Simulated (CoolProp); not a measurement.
A single-stage vapour-compression cycle with trans-2-butene: evaporating at 275.15 K (dew point), condensing at 336.15 K (bubble point), superheat 0 K, subcooling 8 K, compressor efficiency 0.6, no pressure losses. Each further row changes one setting.

Computed with CoolProp (reference Helmholtz-energy equation of state, Lemmon 2005). It is a short technical equation, of lower accuracy than the large ones.

```tsv
case	cooling COP	pressure ratio	discharge temperature (K)	refrigerating effect (kJ/kg)	volumetric capacity (kJ/m³)
as stated	2.20	6.34	361.1	279	757
evaporating temperature 280.15 K	2.50	5.27	358.1	286	921
condensing temperature 331.15 K	2.47	5.61	355.3	292	791
subcooling 13 K	2.30	6.34	361.1	292	791
superheat 10 K	2.23	6.34	371.9	295	767
compressor efficiency 0.5	1.84	6.34	373.9	279	757
```
